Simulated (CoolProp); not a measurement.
Sulfur dioxide along the isobar 35000 kPa: Z from the reference equation and from simpler models built on Tc = 430.6 K, pc = 7887 kPa, ω = 0.256; each cubic takes its own stable root.

Computed with CoolProp (reference Helmholtz-energy equation of state, Gao 2016).

```json
[
 {"T (K)": "290", "phase": "liquid", "reference": "0.6422", "Redlich-Kwong": "0.7272", "Soave-Redlich-Kwong": "0.7111"},
 {"T (K)": "300.5", "phase": "liquid", "reference": "0.6303", "Redlich-Kwong": "0.7129", "Soave-Redlich-Kwong": "0.6968"},
 {"T (K)": "311.1", "phase": "liquid", "reference": "0.6195", "Redlich-Kwong": "0.7001", "Soave-Redlich-Kwong": "0.6841"},
 {"T (K)": "321.6", "phase": "liquid", "reference": "0.6100", "Redlich-Kwong": "0.6889", "Soave-Redlich-Kwong": "0.6731"},
 {"T (K)": "332.1", "phase": "liquid", "reference": "0.6016", "Redlich-Kwong": "0.6790", "Soave-Redlich-Kwong": "0.6636"},
 {"T (K)": "342.6", "phase": "liquid", "reference": "0.5943", "Redlich-Kwong": "0.6704", "Soave-Redlich-Kwong": "0.6555"},
 {"T (K)": "353.1", "phase": "liquid", "reference": "0.5880", "Redlich-Kwong": "0.6630", "Soave-Redlich-Kwong": "0.6489"},
 {"T (K)": "363.7", "phase": "liquid", "reference": "0.5827", "Redlich-Kwong": "0.6568", "Soave-Redlich-Kwong": "0.6436"},
 {"T (K)": "374.2", "phase": "liquid", "reference": "0.5786", "Redlich-Kwong": "0.6517", "Soave-Redlich-Kwong": "0.6397"},
 {"T (K)": "384.7", "phase": "liquid", "reference": "0.5754", "Redlich-Kwong": "0.6477", "Soave-Redlich-Kwong": "0.6372"}
]
```
